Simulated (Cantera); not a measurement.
Input: 1 mol Si, 0.027 mol CO₂, 750 mol N₂, held at 0.230 bar.

Cantera equilibrium calculation (NASA polynomials, part measured and part estimated; ideal gas, pure solids and liquids). Candidate condensed phases: C, Si, SiC, SiO₂, Si₂N₂O, Si₃N₄; 34 gas species. N₂ is the only nitrogen source here; it is nearly inert below about 1500 K, so the nitride shown seldom forms there in practice. Mutual solubility and eutectic melting of coexisting phases are not modelled. The tables' values for SiN are old estimates; treat these amounts as uncertain. Equilibrium is a limit: real reactors are often held back by kinetics, nucleation or transport.

x: gas mole fraction; n: condensed amount in mol.

```tsv
T (K)	x N₂	x Si	x Si₂N	x SiN	x SiO	x CO	n C(graphite)	n Si₂N₂O(s)	n Si₃N₄(s)	n Si(l)	n SiC(s)
1148	1.00	<1e-12	<1e-12	<1e-12	<1e-12	7.38e-8	0.0269	0.0539	0.297	0	0
1248	1.000	<1e-12	<1e-12	<1e-12	1.86e-11	1.17e-6	0.0261	0.0531	0.298	0	0
1348	1.000	<1e-12	<1e-12	<1e-12	1.19e-9	1.23e-5	0.0178	0.0448	0.303	0	0
1448	1.000	(withheld)	<1e-12	1.70e-11	4.21e-8	3.60e-5	0	0.0270	0.315	0	0
1548	1.000	(withheld)	4.57e-12	4.48e-10	9.33e-7	3.60e-5	0	0.0263	0.316	0	0
1648	1.000	(withheld)	2.83e-10	7.91e-9	1.41e-5	3.60e-5	0	0.0165	0.319	0	0
1748	1.000	(withheld)	1.08e-8	9.98e-8	3.60e-5	3.60e-5	0	0	0.324	0	0
1848	1.000	(withheld)	2.75e-7	9.53e-7	3.61e-5	3.60e-5	0	0	0.323	0	0
1948	1.000	(withheld)	4.96e-6	7.18e-6	3.72e-5	3.49e-5	0	0	0.306	0	0
2048	1.000	(withheld)	4.61e-5	3.67e-5	5.11e-5	2.09e-5	0	0	0	0.592	0.00284
2148	0.999	(withheld)	9.40e-5	8.37e-5	5.58e-5	1.62e-5	0	0	0	0	0
```

Task: Some entries are withheld; supply them.

Result: 
- 1448, x Si: 2.19e-11
- 1548, x Si: 8.87e-10
- 1648, x Si: 2.28e-8
- 1748, x Si: 4.01e-7
- 1848, x Si: 5.15e-6
- 1948, x Si: 5.06e-5
- 2048, x Si: 0.000329
- 2148, x Si: 0.000932
